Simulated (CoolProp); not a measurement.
cis-2-butene along the isotherm 215.45 °C: fugacity coefficient from the reference equation and from simpler models built on Tc = 162.6 °C, pc = 4.236 MPa, ω = 0.202; each cubic takes its own stable root.

Model: reference Helmholtz-energy equation of state, Lemmon 2005, in CoolProp. It is a short technical equation, of lower accuracy than the large ones.

| p (MPa) | phase | reference | van der Waals | Redlich-Kwong | Peng-Robinson |
|---|---|---|---|---|---|
| 0.067 | gas | 0.9962 | 0.9965 | 0.9961 | 0.9958 |
| 0.101 | gas | 0.9943 | 0.9947 | 0.9942 | 0.9937 |
| 0.152 | gas | 0.9914 | 0.9920 | 0.9913 | 0.9905 |
| 0.23 | gas | 0.9871 | 0.9879 | 0.9868 | 0.9856 |
| 0.347 | gas | 0.9805 | 0.9817 | 0.9801 | 0.9784 |
| 0.523 | gas | 0.9707 | … | … | 0.9676 |
| 0.79 | gas | 0.9559 | 0.9584 | 0.9551 | 0.9513 |
| 1.19 | gas | 0.9339 | 0.9375 | 0.9327 | 0.9273 |
| 1.8 | gas | … | 0.9057 | 0.8990 | 0.8915 |
| 2.71 | gas | 0.8524 | … | … | 0.8399 |
| 4.09 | gas | 0.7810 | 0.7870 | 0.7774 | 0.7655 |
| 6.17 | supercritical | … | 0.6759 | 0.6724 | 0.6625 |
| 9.31 | supercritical | … | 0.5442 | 0.5442 | … |
| 14 | supercritical | 0.4400 | 0.4542 | 0.4436 | 0.4370 |
| 21.2 | supercritical | 0.3706 | 0.4083 | 0.3800 | 0.3684 |

Problem. Complete the blanks.

Solution. 
- 0.523, van der Waals: 0.9724
- 0.523, Redlich-Kwong: 0.9701
- 1.8, reference: 0.9008
- 2.71, van der Waals: 0.8586
- 2.71, Redlich-Kwong: 0.8499
- 6.17, reference: 0.6784
- 9.31, reference: 0.5481
- 9.31, Peng-Robinson: 0.5392
